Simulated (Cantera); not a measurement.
A freely propagating, adiabatic, planar premixed flame of CH4 : H2 : O2 : N2 : H2O = 1 : 0.072 : 2.1 : 8.4 : 3 (molar parts), equivalence ratio 0.97, unburnt at 523 K and 0.720 bar; multicomponent+Soret transport, grid criteria slope 0.08 and curve 0.16, no radiation.

Model: GRI-Mech 3.0 (53 species, 325 reactions), integrated in Cantera. Burning velocities carry a grid error of a few per cent, more on coarse grids.

x: mole fraction of selected species; z is measured from the peak of heat release.

| z (mm) | T (K) | u (m/s) | x CH4 | x H2 | x O2 | x HO2 | x H | x NO |
|---|---|---|---|---|---|---|---|---|
| -3.09 | 523 | 0.405 | 0.0686 | 0.00526 | 0.144 | 4.55e-8 | <1e-8 | <1e-8 |
| -2.06 | 527 | 0.408 | 0.0682 | 0.00583 | 0.144 | 5.74e-7 | <1e-8 | <1e-8 |
| -1.54 | 539 | 0.418 | 0.0673 | 0.00651 | 0.143 | 2.64e-6 | <1e-8 | <1e-8 |
| -1.03 | 608 | 0.472 | 0.0631 | 0.00799 | 0.140 | 1.70e-5 | <1e-8 | ___ |
| -0.514 | 934 | 0.730 | 0.0445 | 0.0115 | 0.113 | 7.90e-5 | 1.02e-5 | ___ |
| -0.257 | 1257 | 0.988 | 0.0244 | 0.0141 | 0.0803 | 9.38e-5 | 0.000155 | ___ |
| 0 | 1572 | 1.24 | 0.00459 | 0.0148 | 0.0415 | 5.13e-5 | 0.00139 | ___ |
| 0.257 | 1696 | 1.33 | 0.000137 | 0.0118 | 0.0224 | 1.13e-5 | 0.00285 | ___ |
| 0.514 | 1744 | 1.37 | 2.05e-6 | 0.0105 | 0.0173 | 7.27e-6 | 0.00280 | ___ |
| 1.03 | 1801 | 1.41 | <1e-8 | 0.00909 | 0.0139 | 4.86e-6 | 0.00199 | ___ |
| 2.06 | 1856 | 1.44 | <1e-8 | 0.00683 | 0.0111 | 2.85e-6 | 0.00109 | ___ |
| 4.12 | 1899 | 1.47 | <1e-8 | 0.00454 | 0.00881 | 1.49e-6 | 0.000500 | ___ |
| 8.23 | 1928 | 1.49 | <1e-8 | 0.00282 | 0.00724 | 7.52e-7 | 0.000215 | ___ |

Q: Some entries are withheld; supply them.

A: 
- -1.03, x NO: 6.25e-8
- -0.514, x NO: 7.68e-7
- -0.257, x NO: 1.85e-6
- 0, x NO: 3.53e-6
- 0.257, x NO: 5.42e-6
- 0.514, x NO: 6.37e-6
- 1.03, x NO: 7.19e-6
- 2.06, x NO: 7.97e-6
- 4.12, x NO: 8.85e-6
- 8.23, x NO: 9.82e-6
